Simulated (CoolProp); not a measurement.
Vapour-liquid equilibrium of R1234yf (1) + R152A (2) at -29.95 °C; x and y are mole fractions of (1).

Model: multi-fluid Helmholtz-energy mixture model, Lemmon 2022 and Outcalt 1996; pair parameters Bell 2023, in CoolProp.

| x | bubble pressure (kPa) | y at the bubble point | dew pressure at overall composition x (kPa) | liquid density (mol/L) |
|---|---|---|---|---|
| 0.05 | 80.54 | 0.085 | 79.23 | 15.18 |
| 0.2 | 87.67 | ___ | 84.86 | ___ |
| 0.35 | 92.38 | 0.423 | 90.14 | 13.56 |
| 0.5 | 95.54 | 0.551 | 94.42 | 12.88 |
| 0.65 | 97.59 | ___ | 97.25 | 12.28 |
| 0.8 | 98.74 | 0.808 | 98.70 | 11.73 |
| 0.95 | 99.15 | 0.950 | 99.15 | 11.24 |

Fill in the missing entries.


- 0.2, y at the bubble point: 0.277
- 0.2, liquid density (mol/L): 14.32
- 0.65, y at the bubble point: 0.676

No azeotrope shows between x = 0.05 and 0.95.

Pair parameters are fitted to limited data, so mixtures are less certain than the pure fluids.
